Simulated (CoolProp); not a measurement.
Vapour-liquid equilibrium of o-xylene (1) + n-nonane (2) at 28.1 kPa; x and y are mole fractions of (1).

The numbers come from the multi-fluid Helmholtz-energy mixture model, Zhou 2012 and Lemmon 2006; pair parameters Bell 2016 in CoolProp.

Task: Give the bubble temperature and the first vapour's composition at x = 0.2, 0.65, 0.8. Is there an azeotrope?

Result: x = 0.2: 378.8 K, y = 0.262; x = 0.65: 375.4 K, y = 0.687; x = 0.8: 375.0 K, y = 0.813. y crosses x between x = 0.8 and 0.95: the model has an azeotrope there.

The pair parameters rest on a limited set of measurements; away from them the model extrapolates.
